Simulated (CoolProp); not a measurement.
C2F6 (R116) along the isotherm 425 K: Z from the reference equation and from simpler models built on Tc = 293.0 K, pc = 30.48 bar, ω = 0.257; each cubic takes its own stable root.

The numbers come from the reference Helmholtz-energy equation of state, Lemmon 2006 in CoolProp. It is a short technical equation, of lower accuracy than the large ones.

| p (bar) | phase | reference | van der Waals | Soave-Redlich-Kwong |
|---|---|---|---|---|
| 0.964 | gas | 0.9974 | 0.9964 | 0.9976 |
| 1.63 | gas | 0.9956 | 0.9939 | 0.9959 |
| 2.74 | gas | 0.9926 | 0.9897 | 0.9931 |
| 4.63 | gas | 0.9875 | 0.9825 | 0.9884 |
| 7.82 | gas | 0.9790 | 0.9703 | 0.9805 |
| 13.2 | gas | 0.9650 | 0.9494 | 0.9676 |
| 22.3 | gas | 0.9422 | 0.9135 | 0.9470 |
| 37.6 | supercritical | 0.9067 | 0.8522 | 0.9165 |
| 63.4 | supercritical | 0.8587 | 0.7597 | 0.8802 |
| 107 | supercritical | 0.8286 | 0.7402 | 0.8713 |
| 181 | supercritical | 0.9186 | 0.9353 | 0.9642 |
| 305 | supercritical | 1.198 | 1.332 | 1.213 |
